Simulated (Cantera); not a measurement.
**Stirred combustor or abatement burner**

A perfectly stirred reactor is fed with CH4 : O2 : N2 = 1 : 2.74 : 10.3 (molar parts), at 4.93 atm; it is adiabatic with a 300 K inlet, and is followed from long to short residence time, starting on the burning branch (τ in s: 0.045, 0.02, 0.0091, 0.0041, 0.0019, 0.00084, 0.00038, 0.00017, 7.6e-05, 3.4e-05, 1.5e-05).

Computed with Cantera and GRI-Mech 3.0 (53 species, 325 reactions).

```json
[
 {"τ (s)": "0.045", "T (K)": "1893", "x CH4": "8.52e-6", "x O2": "0.0526", "x CO": "0.000253", "x CO2": "0.0709", "x C2H2": "3.08e-9", "x CH2O": "9.60e-7", "x H2O": "0.142"},
 {"τ (s)": "0.020", "T (K)": "1891", "x CH4": "1.57e-5", "x O2": "0.0527", "x CO": "0.000419", "x CO2": "0.0707", "x C2H2": "8.12e-9", "x CH2O": "1.83e-6", "x H2O": "0.142"},
 {"τ (s)": "0.0091", "T (K)": "1887", "x CH4": "2.74e-5", "x O2": "0.0528", "x CO": "0.000704", "x CO2": "0.0704", "x C2H2": "1.77e-8", "x CH2O": "3.32e-6", "x H2O": "0.141"},
 {"τ (s)": "0.0041", "T (K)": "1881", "x CH4": "4.72e-5", "x O2": "0.0530", "x CO": "0.00120", "x CO2": "0.0699", "x C2H2": "3.45e-8", "x CH2O": "5.94e-6", "x H2O": "0.141"},
 {"τ (s)": "0.0019", "T (K)": "1871", "x CH4": "8.00e-5", "x O2": "0.0535", "x CO": "0.00201", "x CO2": "0.0690", "x C2H2": "6.13e-8", "x CH2O": "1.03e-5", "x H2O": "0.141"},
 {"τ (s)": "0.00084", "T (K)": "1854", "x CH4": "0.000142", "x O2": "0.0543", "x CO": "0.00347", "x CO2": "0.0673", "x C2H2": "1.09e-7", "x CH2O": "1.86e-5", "x H2O": "0.140"},
 {"τ (s)": "0.00038", "T (K)": "1827", "x CH4": "0.000260", "x O2": "0.0558", "x CO": "0.00594", "x CO2": "0.0646", "x C2H2": "1.96e-7", "x CH2O": "3.36e-5", "x H2O": "0.139"},
 {"τ (s)": "0.00017", "T (K)": "1778", "x CH4": "0.000545", "x O2": "0.0589", "x CO": "0.0106", "x CO2": "0.0594", "x C2H2": "4.29e-7", "x CH2O": "6.62e-5", "x H2O": "0.137"},
 {"τ (s)": "7.6e-5", "T (K)": "300", "x CH4": "0.0712", "x O2": "0.195", "x CO": "<1e-12", "x CO2": "<1e-12", "x C2H2": "<1e-12", "x CH2O": "<1e-12", "x H2O": "<1e-12"},
 {"τ (s)": "3.4e-5", "T (K)": "300", "x CH4": "0.0712", "x O2": "0.195", "x CO": "<1e-12", "x CO2": "<1e-12", "x C2H2": "<1e-12", "x CH2O": "<1e-12", "x H2O": "<1e-12"},
 {"τ (s)": "1.5e-5", "T (K)": "300", "x CH4": "0.0712", "x O2": "0.195", "x CO": "<1e-12", "x CO2": "<1e-12", "x C2H2": "<1e-12", "x CH2O": "<1e-12", "x H2O": "<1e-12"}
]
```
x: mole fraction; the columns are a selection and need not sum to one.
